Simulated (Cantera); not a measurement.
## Premixed flame

A freely propagating, adiabatic, planar premixed flame of 35.9 % H₂, 11.2 % O₂, 52.8 % N₂, unburnt at 300 K and 1.01 bar; mixture-averaged transport, grid criteria slope 0.08 and curve 0.16, no radiation.

Detailed kinetics in Cantera: the H2/O2 subset of GRI-Mech 3.0, which has no nitrogen chemistry. Burning velocities carry a grid error of a few per cent, more on coarse grids.

```tsv
z (mm)	T (K)	u (m/s)	x H₂	x O₂	x HO₂	x H₂O₂	x O	x H
-0.965	300	2.47	0.359	0.112	<1e-8	<1e-8	<1e-8	<1e-8
-0.643	300	2.47	0.359	0.112	<1e-8	<1e-8	<1e-8	<1e-8
-0.483	300	2.47	0.359	0.112	<1e-8	<1e-8	<1e-8	<1e-8
-0.322	300	2.47	0.359	0.112	6.84e-8	<1e-8	<1e-8	<1e-8
-0.161	315	2.57	0.354	0.113	3.37e-5	5.35e-6	5.58e-7	2.04e-7
-0.0804	514	4.09	0.327	0.111	0.000411	0.000112	6.03e-5	0.000984
0	927	7.17	0.268	0.0914	0.000129	3.41e-5	0.000822	0.0145
0.0804	1248	9.51	0.195	0.0530	5.56e-5	2.64e-6	0.00300	0.0382
0.161	1433	10.9	0.146	0.0203	2.00e-5	1.40e-6	0.00320	0.0539
0.322	1586	12.0	0.124	0.00294	2.73e-6	7.76e-7	0.00175	0.0550
0.643	1704	12.7	0.129	0.000965	8.74e-7	4.34e-7	0.00112	0.0430
1.29	1808	13.4	0.135	0.000520	4.70e-7	2.17e-7	0.000641	0.0303
2.57	1892	14.0	0.140	0.000237	2.28e-7	1.02e-7	0.000301	0.0198
```
x: mole fraction of selected species; z is measured from the peak of heat release.

```yaml
laminar_burning_velocity: 247 cm/s
thermal_thickness: 0.322 mm
peak x(HO₂): 0.000448
peak x(H₂O₂): 0.000116
peak x(O): 0.00342
peak x(H): 0.0572
```
